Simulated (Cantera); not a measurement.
A perfectly stirred reactor is fed with CH4 : N2 = 1 : 4 (molar parts), at 5.33 Torr; it is held at 1150 K, and followed from long to short residence time.

Cantera simulation using GRI-Mech 3.0 (53 species, 325 reactions); the numbers are that mechanism's predictions, not measurements. GRI-Mech 3.0 stops at C3 and has no aromatics, soot or wall deposition, so with more carbon than oxygen in the feed, carbon stays in small species such as C2H2 where larger ones or solid carbon would form. Radical loss at walls, strong at low pressure, is not modelled.

What does this change do: temperature 1150 to 1825 K?


```tsv
quantity	before	after
x(CH4) at τ = 15.0 s	0.200	0.00407
x(H2) at τ = 15.0 s	9.39e-7	0.244
x(C2H6) at τ = 15.0 s	3.37e-7	1.72e-7
x(C2H) at τ = 15.0 s	<1e-12	3.78e-6
x(C2H4) at τ = 15.0 s	9.87e-8	2.03e-5
x(CH4) at τ = 98.0 ms	0.200	0.0949
x(H2) at τ = 98.0 ms	4.84e-9	0.125
x(C2H6) at τ = 98.0 ms	<1e-12	1.83e-5
x(C2H) at τ = 98.0 ms	<1e-12	7.95e-7
x(C2H4) at τ = 98.0 ms	<1e-12	0.00346
```
